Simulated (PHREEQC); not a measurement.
PHREEQC input (ion-association model, wateq4f.dat):

```
SOLUTION_MASTER_SPECIES
  An  An-  0  An  62.0  # stands for a non-complexing anion
SOLUTION_SPECIES
  An- = An-
    -log_k 0
    -gamma 3.0 0
PHASES
  Fix_H+
    H+ = H+
    -log_k 0
SOLUTION 1
  temp 25
  units mmol/kgw
  pH 7 charge
  Cl 0.0196
  Mn(2) 0.0098
  Na 10
  An 10
END
SELECTED_OUTPUT 1
  -reset false
  -pH true
  -pe true
  -ionic_strength true
  -water true
  -totals Cl Mn Na Mn(2) Mn(3) Mn(6) Mn(7)
  -molalities Hfo_wOH Hfo_wOH2+ Hfo_wO- Hfo_sOH Hfo_sOH2+ Hfo_sO- Hfo_sOMn+ Hfo_wOMn+
  -saturation_indices Pyrochroite Halite
USER_PUNCH 1
  -headings sigma psi
  10 PUNCH EDL("sigma", "Hfo"), EDL("psi", "Hfo")
PRINT
  -reset false
USE solution 1
SURFACE 1
  Hfo_wOH 0.000449438 600 0.2
  Hfo_sOH 1.1236e-05
EQUILIBRIUM_PHASES 1
  Fix_H+ -4 HAn 10
    -force_equality true
END
# ... the last block is repeated for the other 16 points of pH, with NaOH or the acid as the point needs
```

Selected output (columns that matter, 17 of 17 rows; pH added in front):

```
pH	mu	Mn	Na	m_Hfo_wOH	m_Hfo_wOH2+	m_Hfo_wO-	m_Hfo_sOH	m_Hfo_sOH2+	m_Hfo_sO-	m_Hfo_sOMn+	si_Pyrochroite	si_Halite	sigma	psi
4	0.010274	9.7999e-06	0.01	0.00018101	0.0002656	2.8262e-06	4.5253e-06	6.6399e-06	7.0654e-08	8.9333e-11	-12.382	-8.3808	0.21658	0.18477
4.5	0.010164	9.7993e-06	0.01	0.0002414	0.00020141	6.6278e-06	6.0346e-06	5.0351e-06	1.6569e-07	6.7857e-10	-11.381	-8.3803	0.16055	0.1697
5	0.010111	9.7948e-06	0.01	0.00028669	0.00015021	1.2535e-05	7.164e-06	3.7537e-06	3.1323e-07	5.0608e-09	-10.38	-8.3801	0.11348	0.15207
5.5	0.01008	9.7608e-06	0.01	0.00031595	0.0001133	2.0183e-05	7.8721e-06	2.8231e-06	5.0288e-07	3.7948e-08	-9.3818	-8.38	0.076777	0.13224
6	0.01006	9.5081e-06	0.01	0.00033231	8.855e-05	2.8569e-05	8.0989e-06	2.1581e-06	6.9627e-07	2.8268e-07	-8.3931	-8.3799	0.049642	0.11029
6.5	0.010044	8.0379e-06	0.01	0.00034038	7.226e-05	3.6732e-05	7.2242e-06	1.5336e-06	7.7959e-07	1.6986e-06	-7.4659	-8.3798	0.030592	0.08655
7	0.010024	4.4219e-06	0.01	0.00034379	6.0893e-05	4.4464e-05	4.7094e-06	8.3415e-07	6.091e-07	5.0834e-06	-6.7254	-8.3798	0.017716	0.061624
7.5	0.010016	1.3277e-06	0.010006	0.00034439	5.3346e-05	5.0931e-05	2.7164e-06	4.2077e-07	4.0172e-07	7.6971e-06	-6.248	-8.3795	0.0087701	0.03549
8	0.01002	2.0743e-07	0.010018	0.00034397	4.8592e-05	5.5778e-05	2.106e-06	2.9752e-07	3.4151e-07	8.491e-06	-6.0548	-8.379	0.0019003	0.0082787
8.5	0.010026	2.3903e-08	0.010029	0.00034325	4.4861e-05	6.0165e-05	2.0114e-06	2.6289e-07	3.5257e-07	8.6091e-06	-5.9951	-8.3785	-0.004517	-0.0193
9	0.010038	2.68e-09	0.010046	0.00034185	4.0813e-05	6.5597e-05	1.9931e-06	2.3794e-07	3.8244e-07	8.6225e-06	-5.9511	-8.3778	-0.012168	-0.046553
9.5	0.010069	3.1945e-10	0.010083	0.00033885	3.5676e-05	7.3731e-05	1.9745e-06	2.0788e-07	4.2962e-07	8.624e-06	-5.8924	-8.3763	-0.022898	-0.072902
10	0.010155	4.4002e-11	0.010179	0.00033231	2.9142e-05	8.681e-05	1.9362e-06	1.6979e-07	5.058e-07	8.6242e-06	-5.8045	-8.3726	-0.038762	-0.097783
10.5	0.01041	8.0505e-12	0.010449	0.00031869	2.1535e-05	0.00010804	1.8568e-06	1.2547e-07	6.2949e-07	8.6242e-06	-5.6731	-8.3622	-0.062085	-0.12067
11	0.011197	2.3098e-12	0.011257	0.00029226	1.3756e-05	0.00014225	1.7028e-06	8.015e-08	8.2878e-07	8.6242e-06	-5.4785	-8.3328	-0.096041	-0.14095
11.5	0.013682	1.185e-12	0.013773	0.00024365	6.8774e-06	0.00019774	1.4196e-06	4.0071e-08	1.1521e-06	8.6242e-06	-5.1775	-8.2538	-0.14649	-0.15739
12	0.021758	1.7408e-12	0.021896	0.00016027	2.0581e-06	0.00028593	9.3383e-07	1.1992e-08	1.6659e-06	8.6242e-06	-4.6538	-8.0748	-0.22171	-0.16674
```
